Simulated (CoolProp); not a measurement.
CH3F (R41) along the isotherm 284.2 K: Z from the reference equation and from simpler models built on Tc = 317.3 K, pc = 5906 kPa, ω = 0.200; each cubic takes its own stable root.

The numbers come from the reference Helmholtz-energy equation of state, Lemmon 2006 in CoolProp. It is a short technical equation, of lower accuracy than the large ones.

| p (kPa) | phase | reference | Soave-Redlich-Kwong | Peng-Robinson |
|---|---|---|---|---|
| 268 | gas | 0.9738 | ? | 0.9758 |
| 537 | gas | ? | 0.9547 | 0.9508 |
| 805 | gas | 0.9182 | 0.9308 | 0.9251 |
| 1070 | gas | 0.8891 | ? | 0.8986 |
| 1340 | gas | 0.8579 | 0.8800 | ? |
| 1610 | gas | 0.8250 | 0.8524 | ? |
| 1880 | gas | 0.7899 | ? | 0.8101 |
| 2150 | gas | 0.7519 | ? | 0.7770 |
| 2420 | gas | 0.7101 | 0.7578 | 0.7413 |
| 2950 | liquid | 0.06642 | 0.08855 | 0.07816 |

Complete the blanks.


- 268, Soave-Redlich-Kwong: 0.9778
- 537, reference: 0.9465
- 1070, Soave-Redlich-Kwong: 0.9062
- 1340, Peng-Robinson: 0.8706
- 1610, Peng-Robinson: 0.8412
- 1880, Soave-Redlich-Kwong: 0.8231
- 2150, Soave-Redlich-Kwong: 0.7918
